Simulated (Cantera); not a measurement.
Charge: 1 mol LiOH, 4.2 mol H₂, 0.097 mol O₂, equilibrated at 900 K and 1330 Pa.

Cantera equilibrium calculation (NASA polynomials, part measured and part estimated; ideal gas, pure solids and liquids). Candidate condensed phases: H₂O, Li, LiH, LiOH, Li₂O; 17 gas species. Equilibrium is a limit: real reactors are often held back by kinetics, nucleation or transport.

**Question.** What is the equilibrium state?

**Answer.** 
| Property | Result |
|---|---|
| x(H₂) | 0.852 |
| x(H₂O) | 0.148 |
| x(LiOH) | 6.18e-6 |
| n(Li₂O(s)) | 0.500 mol |
| gas amount | 4.700 mol |
| log10 activity of Li(l) (absent) | -7.80 |
